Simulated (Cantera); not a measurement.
Cantera with NASA thermochemical tables; ideal gases at 1 bar, condensed phases pure. Values are per mole of reaction as written; species without (g) are pure solids or liquids, kept so even where they would boil at 1 bar.

Q: Between 300 and 1050 K, where is each reaction favourable under standard conditions?
- 3 Ba + 6 HF(g) + 2 N(g) → 2 NH₃(g) + 3 BaF₂

A: 
- 3 Ba + 6 HF(g) + 2 N(g) → 2 NH₃(g) + 3 BaF₂: ΔG° is -2769 kJ at 300 K and -2126 kJ at 1050 K; it stays negative (K > 1). ΔH° is -3034 kJ and ΔS° -865 J/K at 1050 K.
